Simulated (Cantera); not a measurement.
## Cu2O + CH4 + H2 + CO (carbothermic reduction)

A closed system holds: 1 mol Cu2O, a varied amount of CH4, 2 mol H2, 7.8 mol CO, held at 1250 K and 25.0 mbar.

Method: chemical equilibrium by Gibbs-energy minimisation in Cantera with the NASA 1993 tables (ideal gas, pure condensed phases). Candidate condensed phases: C, C6H6, C7H8, C8H18, Cu, CuO, Cu(OH)2, Cu2O, H2O; 113 gas species. Kinetics and transport are ignored.

From 0.49 mol CH4 to 0.94 mol CH4 the condensed part is Cu(s). From 1.4 mol CH4 to 4.1 mol CH4 the condensed part is C(graphite) + Cu(s). The main Cu-bearing gas is Cu throughout.

```
n(CH4) (mol)   x CO   x H2     x CO2    x H2O    x CH4      x H     x Cu  x C2H2 (acetylene)  n Cu(s)  n C(graphite)
------------  -----  -----  --------  -------  -------  -------  -------  ------------------  -------  -------------
0.49          0.706  0.248    0.0292   0.0161  6.97e-8  1.52e-6  1.85e-6            1.06e-12     2.00              0
0.94          0.690  0.305   0.00281  0.00195  1.05e-6  1.69e-6  1.85e-6            1.28e-10     2.00              0
1.4           0.647  0.353  0.000101  8.59e-5  3.42e-5  1.82e-6  1.85e-6             8.89e-8     2.00          0.402
1.8           0.611  0.389   8.98e-5  8.94e-5  4.15e-5  1.91e-6  1.85e-6             9.79e-8     2.00          0.802
2.3           0.571  0.428   7.85e-5  9.22e-5  5.05e-5  2.00e-6  1.85e-6             1.08e-7     2.00           1.30
2.8           0.536  0.463   6.92e-5  9.36e-5  5.90e-5  2.08e-6  1.85e-6             1.17e-7     2.00           1.80
3.2           0.512  0.488   6.30e-5  9.40e-5  6.55e-5  2.14e-6  1.85e-6             1.23e-7     2.00           2.20
3.7           0.483  0.516   5.62e-5  9.40e-5  7.33e-5  2.20e-6  1.85e-6             1.30e-7     2.00           2.70
4.1           0.463  0.537   5.16e-5  9.36e-5  7.92e-5  2.24e-6  1.85e-6             1.35e-7     2.00           3.10
```
x: gas mole fraction; n: condensed amount in mol.
